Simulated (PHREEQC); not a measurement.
Buffer: speciation

Make-up at 74 °C: 0.15 mol/kgw NaHSO4, 0.002 mol/kgw Na2B4O7 and 0.0018 mol/kgw NaCl. Closed to the air; pH follows from the charge balance.

The numbers come from PHREEQC with the Pitzer model, pitzer.dat.

Each row changes one thing in this solution. Precipitation was switched off in this run.

| case | pH | ionic strength (mol/kgw) | HSO4- (mol/kgw) | SO4-2 (mol/kgw) | B(OH)4- (mol/kgw) | SI of Thenardite (Na2SO4) | SI of Mirabilite (Na2SO4:10H2O) |
|---|---|---|---|---|---|---|---|
| as made | 1.60 | 0.232 | 0.110 | 0.0399 | 2.86e-10 | -3.51 | -4.21 |
| temperature from 74 to 10 °C | 1.28 | 0.316 | 0.0681 | 0.0819 | 1.39e-10 | -3.55 | -1.83 |
| 0.21 mol/kgw Na2CO3 added | 9.07 | 0.785 | 8.88e-9 | 0.150 | 0.00450 | -2.26 | -3.00 |
| NaCl left out | 1.60 | 0.230 | 0.110 | 0.0399 | 2.86e-10 | -3.52 | -4.22 |
| temperature from 74 to 55 °C | 1.49 | 0.253 | 0.0994 | 0.0506 | 2.23e-10 | -3.50 | -3.74 |

Away from 25 °C the constants follow the database's enthalpies or fits; those with neither stay at their 25 °C values.
